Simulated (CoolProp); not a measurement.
Fluoroethane (R161) along the isobar 3430 kPa: Z from the reference equation and from simpler models built on Tc = 375.2 K, pc = 5010 kPa, ω = 0.216; each cubic takes its own stable root.

Computed with CoolProp (reference Helmholtz-energy equation of state, Wu 2012).

```json
[
 {"T (K)": "214.8", "phase": "liquid", "reference": "0.1086", "van der Waals": "0.1881", "Soave-Redlich-Kwong": "0.1256"},
 {"T (K)": "231.2", "phase": "liquid", "reference": "0.1036", "van der Waals": "0.1795", "Soave-Redlich-Kwong": "0.1201"},
 {"T (K)": "247.5", "phase": "liquid", "reference": "0.09954", "van der Waals": "0.1728", "Soave-Redlich-Kwong": "0.1159"},
 {"T (K)": "263.9", "phase": "liquid", "reference": "0.09632", "van der Waals": "0.1676", "Soave-Redlich-Kwong": "0.1129"},
 {"T (K)": "280.2", "phase": "liquid", "reference": "0.09398", "van der Waals": "0.1639", "Soave-Redlich-Kwong": "0.1111"},
 {"T (K)": "296.6", "phase": "liquid", "reference": "0.09255", "van der Waals": "0.1620", "Soave-Redlich-Kwong": "0.1106"},
 {"T (K)": "312.9", "phase": "liquid", "reference": "0.09224", "van der Waals": "0.1622", "Soave-Redlich-Kwong": "0.1118"},
 {"T (K)": "329.2", "phase": "liquid", "reference": "0.09345", "van der Waals": "0.1658", "Soave-Redlich-Kwong": "0.1155"},
 {"T (K)": "345.6", "phase": "liquid", "reference": "0.09751", "van der Waals": "0.6354", "Soave-Redlich-Kwong": "0.1244"},
 {"T (K)": "361.9", "phase": "gas", "reference": "0.6237", "van der Waals": "0.7026", "Soave-Redlich-Kwong": "0.6487"},
 {"T (K)": "378.3", "phase": "gas", "reference": "0.7099", "van der Waals": "0.7481", "Soave-Redlich-Kwong": "0.7225"},
 {"T (K)": "394.6", "phase": "gas", "reference": "0.7632", "van der Waals": "0.7822", "Soave-Redlich-Kwong": "0.7726"},
 {"T (K)": "411", "phase": "gas", "reference": "0.8016", "van der Waals": "0.8094", "Soave-Redlich-Kwong": "0.8103"},
 {"T (K)": "427.3", "phase": "gas", "reference": "0.8308", "van der Waals": "0.8315", "Soave-Redlich-Kwong": "0.8399"},
 {"T (K)": "443.7", "phase": "gas", "reference": "0.8541", "van der Waals": "0.8500", "Soave-Redlich-Kwong": "0.8640"}
]
```

At some of these states van der Waals gives the other phase, because its saturation line lies elsewhere.
